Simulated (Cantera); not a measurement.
A closed system holds: 1 mol B2H6, 1.1 mol H2, 0.32 mol N2, at 1875 K.

Cantera equilibrium calculation (NASA polynomials, part measured and part estimated; ideal gas, pure solids and liquids). Candidate condensed phases: B, BN; 15 gas species. The feed counts by its element totals alone. Mutual solubility and eutectic melting of coexisting phases are not modelled. Gases not in the tables: B2H6 and higher boranes. The numbers say what is thermodynamically allowed, not how fast it happens.

Task: Which condensed phases are stable at each of these points (P (Pa)): 10, 28, 77, 220, 600, 1700, 4600, 13000, 36000, 100000?

Result: 
| P (Pa) | condensed phases | B condensed (%) |
|---|---|---|
| 10 | B(s) | 99.9 |
| 28 | B(s) + BN(s) | 99.9 |
| 77 | B(s) + BN(s) | 100.0 |
| 220 | B(s) + BN(s) | 100.0 |
| 600 | B(s) + BN(s) | 100.0 |
| 1700 | B(s) + BN(s) | 100.0 |
| 4600 | B(s) + BN(s) | 100.0 |
| 13000 | B(s) + BN(s) | 100.0 |
| 36000 | B(s) + BN(s) | 100.0 |
| 100000 | B(s) + BN(s) | 100.0 |

At 0.0750 Torr the condensed part is B(s). From 0.210 Torr to 750 Torr the condensed part is B(s) + BN(s).
